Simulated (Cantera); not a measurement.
A Cantera script and what it prints.

```python
import numpy as np
import cantera as ct

gas_names = [...]  # 123 gases of nasa_gas.yaml made of C, H, O, Si
cond_names = """
    C(gr) C6H6(L) C7H8(L) C8H18(L),n-octa H2O(s) H2O(L) Si(cr) Si(L) SiC(b) SiO2(Lqz) SiO2(hqz) SiO2(L)
""".split()


# ... load() reads the species with a 1 bar reference pressure and builds the phases ...
atoms = {
    'TEOS': {'Si': 1, 'C': 8, 'H': 20, 'O': 4},
    'O3': {'O': 3},
}
top_T = {'C(gr)': 4500, 'SiC(b)': 3050}  # K; cautious upper limits of use, not melting points


# ... equilibrate(T, P, feed) seeds the gas with the atoms and calls Mixture.equilibrate('TP', solver="vcs", rtol=1e-11, max_steps=5000) ...
results = []
feed = {'TEOS': 1, 'O3': 9.1}  # mol
P = 13332.2  # Pa
for T in [898, 998, 1098, 1198, 1298, 1398, 1498, 1598, 1698, 1798, 1898, 1998, 2098]:
    mix = equilibrate(T, P, feed)
    results.append((T, P, feed, dict(zip(mix.species_names, mix.species_moles))))

top = {s: max(r[3][s] / sum(r[3][g] for g in gas_names) for r in results) for s in gas_names}
cols = sorted((s for s in top if top[s] > 1e-05), key=lambda s: -top[s])[:6]
seen = [c for c in cond_names if any(r[3].get(c, 0) > 1e-12 for r in results)]
print("log10 of partial pressures in bar; condensed amounts in mol")
print(f"{'T/K':>10s}" + "".join(f"{s[:9]:>10s}" for s in cols + seen))
for T, P, feed, n in results:
    ng = sum(n[g] for g in gas_names)
    print(f"{T:10.4g}" + "".join(f"{np.log10(max(n[s] / ng * P / 1e5, 1e-99)):10.3f}" for s in cols)
          + "".join(f"{n.get(c, 0):10.4g}" for c in seen))
```

Output:

```
log10 of partial pressures in bar; condensed amounts in mol
       T/K       H2O       CO2        O2        CO        OH        H2 SiO2(hqz)   SiO2(L)
       898    -1.168    -1.265    -1.951   -12.183    -8.306   -11.720         1         0
       998    -1.168    -1.265    -1.951   -10.535    -7.359   -10.277         1         0
      1098    -1.168    -1.265    -1.951    -9.189    -6.584    -9.095         1         0
      1198    -1.168    -1.265    -1.951    -8.069    -5.938    -8.107         1         0
      1298    -1.168    -1.265    -1.951    -7.123    -5.392    -7.270         1         0
      1398    -1.169    -1.265    -1.951    -6.313    -4.923    -6.551         1         0
      1498    -1.169    -1.265    -1.951    -5.613    -4.517    -5.928         1         0
      1598    -1.169    -1.266    -1.951    -5.002    -4.162    -5.382         1         0
      1698    -1.169    -1.266    -1.952    -4.463    -3.848    -4.899         0         1
      1798    -1.170    -1.267    -1.952    -3.986    -3.570    -4.471         0         1
      1898    -1.172    -1.269    -1.950    -3.563    -3.321    -4.089         0         1
      1998    -1.174    -1.273    -1.946    -3.186    -3.097    -3.748         0    0.9999
      2098    -1.179    -1.281    -1.936    -2.853    -2.895    -3.445         0    0.9996
```

These are equilibrium values from Cantera (NASA tables, ideal gas, pure condensed phases), not measurements of a reactor. The feed counts by its element totals alone. The tables hold silica as quartz up to 1696 K and as liquid above; real silica turns to tridymite and cristobalite and melts near 1996 K. Gases not in the tables: Si(OH)4.
